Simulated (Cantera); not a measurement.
Charge: 1 mol FeS, 1.6 mol H2S, 35 mol N2, held at 100000 Pa.

Cantera equilibrium calculation (NASA polynomials, part measured and part estimated; ideal gas, pure solids and liquids). Candidate condensed phases: Fe, FeS, FeS2, S; 16 gas species. FeS: taken at fixed stoichiometry. Gases not in the tables: S3 to S7. Rates play no part.

x: gas mole fraction; n: condensed amount in mol.

| T (°C) | x N2 | x H2S | x H2 | x S2 | x SH | x S | x NH3 | n FeS(s) | n FeS2(s) |
|---|---|---|---|---|---|---|---|---|---|
| 477 | 0.956 | 0.0403 | 0.00344 | 5.75e-6 | 5.76e-9 | <1e-12 | 1.01e-6 | 0.874 | 0.126 |
| 527 | 0.956 | 0.0416 | 0.00209 | 9.88e-5 | 3.94e-8 | <1e-12 | 2.80e-7 | 0.931 | 0.0693 |
| 577 | 0.956 | 0.0421 | … | … | … | … | … | 1.00 | 0 |
| 627 | 0.955 | 0.0411 | 0.00255 | 0.00128 | 5.46e-7 | 1.38e-11 | 1.53e-7 | 1.00 | 0 |
| 677 | 0.954 | 0.0398 | 0.00381 | 0.00190 | 1.38e-6 | 7.69e-11 | 1.89e-7 | 1.00 | 0 |
| 727 | 0.954 | 0.0382 | 0.00541 | 0.00270 | 3.13e-6 | 3.60e-10 | 2.26e-7 | 1.00 | 0 |
| 777 | 0.953 | 0.0362 | 0.00736 | 0.00368 | 6.53e-6 | 1.45e-9 | 2.61e-7 | 1.00 | 0 |
| 827 | 0.952 | 0.0339 | 0.00962 | 0.00481 | 1.26e-5 | 5.10e-9 | 2.93e-7 | 1.00 | 0 |
| 877 | 0.950 | 0.0313 | 0.0121 | 0.00607 | 2.27e-5 | 1.60e-8 | 3.18e-7 | 1.00 | 0 |
| 927 | 0.949 | 0.0285 | 0.0149 | 0.00742 | 3.83e-5 | 4.54e-8 | 3.37e-7 | 1.00 | 0 |
| 977 | 0.948 | 0.0257 | 0.0176 | 0.00880 | 6.13e-5 | 1.18e-7 | 3.48e-7 | 1.00 | 0 |
| 1027 | 0.947 | 0.0228 | 0.0204 | 0.0102 | 9.33e-5 | 2.83e-7 | 3.51e-7 | 1.00 | 0 |
| 1077 | 0.945 | … | … | … | … | … | 3.48e-7 | 1.00 | 0 |
| 1127 | 0.944 | 0.0176 | 0.0255 | 0.0127 | 0.000191 | 1.32e-6 | 3.39e-7 | 1.00 | 0 |

Question: Some entries are withheld; supply them.

Answer: 
- 577, x H2: 0.00162
- 577, x S2: 0.000811
- 577, x SH: 1.93e-7
- 577, x S: 2.02e-12
- 577, x NH3: 1.19e-7
- 1077, x H2S: 0.0201
- 1077, x H2: 0.0230
- 1077, x S2: 0.0115
- 1077, x SH: 0.000136
- 1077, x S: 6.31e-7
